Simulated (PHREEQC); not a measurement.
Make-up at 25 °C: 0.14 mol/kgw LiBr, 0.0061 mol/kgw K2SO4 and 3e-05 mol/kgw LiCl. Closed to the air; pH follows from the charge balance.

The numbers come from PHREEQC with the ion-association model, wateq4f.dat.

This is a speciation only: nothing precipitates in the calculation.

Task: Order these S species by the share of S that they hold, largest first: LiSO4-, SO4-2, KSO4-.

Result: SO4-2 (82 %), LiSO4- (16 %), KSO4- (2.1 %)

The ionic strength is 0.156 mol/kgw.
